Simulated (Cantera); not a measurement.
A Cantera script and what it prints.

```python
import numpy as np
import cantera as ct

gas_names = [...]  # 148 gases of nasa_gas.yaml made of Al, C, H, N, O
cond_names = """
    AL(cr) AL(L) ALN(s) AL2O3(a) AL2O3(L) C(gr) C6H6(L) C7H8(L) C8H18(L),n-octa H2O(s) H2O(L)
""".split()


# ... load() reads the species with a 1 bar reference pressure and builds the phases ...
atoms = {
    'Al(CH3)3': {'AL': 1, 'C': 3, 'H': 9},
    'N2O': {'N': 2, 'O': 1},
    'N2': {'N': 2},
}
top_T = {'ALN(s)': 2750, 'C(gr)': 4500}  # K; cautious upper limits of use, not melting points


# ... equilibrate(T, P, feed) seeds the gas with the atoms and calls Mixture.equilibrate('TP', solver="vcs", rtol=1e-11, max_steps=5000) ...
results = []
feed = {'Al(CH3)3': 1, 'N2O': 0.61, 'N2': 42}  # mol
P = 21000  # Pa
for T in [823, 923, 1023, 1123, 1223, 1323, 1423, 1523, 1623, 1723, 1823, 1923, 2023]:
    mix = equilibrate(T, P, feed)
    results.append((T, P, feed, dict(zip(mix.species_names, mix.species_moles))))

top = {s: max(r[3][s] / sum(r[3][g] for g in gas_names) for r in results) for s in gas_names}
cols = sorted((s for s in top if top[s] > 1e-06), key=lambda s: -top[s])[:8]
seen = [c for c in cond_names if any(r[3].get(c, 0) > 1e-12 for r in results)]
print("log10 of partial pressures in bar; condensed amounts in mol")
print(f"{'T/K':>10s}" + "".join(f"{s[:9]:>10s}" for s in cols + seen))
for T, P, feed, n in results:
    ng = sum(n[g] for g in gas_names)
    print(f"{T:10.4g}" + "".join(f"{np.log10(max(n[s] / ng * P / 1e5, 1e-99)):10.3f}" for s in cols)
          + "".join(f"{n.get(c, 0):10.4g}" for c in seen))
```

Output:

```
log10 of partial pressures in bar; condensed amounts in mol
       T/K        N2        H2        CO       HCN       CH4         H        AL       HNC    ALN(s)  AL2O3(a)     C(gr)
       823    -0.721    -1.710    -8.730    -7.999    -3.450   -11.990   -28.233   -11.512    0.5933    0.2033     2.921
       923    -0.721    -1.699    -7.121    -7.076    -4.031   -10.461   -23.802   -10.171    0.5933    0.2033     2.979
      1023    -0.722    -1.696    -5.831    -6.337    -4.517    -9.231   -20.243    -9.097    0.5936    0.2032     2.993
      1123    -0.722    -1.695    -4.775    -5.732    -4.923    -8.218   -17.324    -8.215    0.5958    0.2021     2.993
      1223    -0.722    -1.695    -3.896    -5.228    -5.266    -7.370   -14.886    -7.480    0.6123    0.1939     2.969
      1323    -0.723    -1.696    -3.152    -4.801    -5.560    -6.648   -12.820    -6.857    0.6983    0.1509     2.838
      1423    -0.728    -1.699    -2.567    -4.438    -5.818    -6.027   -11.046    -6.325         1         0     2.381
      1523    -0.728    -1.700    -2.567    -4.120    -6.037    -5.486    -9.510    -5.861         1         0     2.372
      1623    -0.728    -1.700    -2.567    -3.842    -6.230    -5.011    -8.166    -5.455         1         0     2.356
      1723    -0.728    -1.702    -2.567    -3.597    -6.401    -4.590    -6.980    -5.096         1         0      2.33
      1823    -0.728    -1.704    -2.567    -3.380    -6.555    -4.215    -5.926    -4.779    0.9997         0     2.291
      1923    -0.728    -1.708    -2.567    -3.187    -6.696    -3.880    -4.984    -4.495    0.9975         0     2.232
      2023    -0.729    -1.714    -2.567    -3.014    -6.826    -3.578    -4.136    -4.241    0.9829         0     2.151
```

Cantera equilibrium calculation (NASA polynomials, part measured and part estimated; ideal gas, pure solids and liquids). The feed counts by its element totals alone. Mutual solubility and eutectic melting of coexisting phases are not modelled. Condensed phases not in the tables: aluminium oxynitride.
